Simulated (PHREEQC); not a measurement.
Dissolve 16 mmol/kgw H2SO4, 38 mmol/kgw MnSO4 and 110 mmol/kgw Fe2(SO4)3 at 20 °C. Closed to the air; pH follows from the charge balance.

Equilibrium calculation in PHREEQC: ion-association model, phreeqc.dat.

No solid was allowed to form.

Order these Fe species by the share of Fe that they hold, largest first: FeSO4+, FeOH+2, Fe(SO4)2-, FeHSO4+2, Fe+3.

FeSO4+ (67 %), Fe(SO4)2- (26 %), FeHSO4+2 (3.4 %), Fe+3 (2.5 %), FeOH+2 (0.64 %)

The pH is 2.11 and the ionic strength 0.368 mol/kgw. Saturation is exceeded, for instance for Hematite (slow to form), Goethite (slow to form); the values hold only as long as no solid forms.
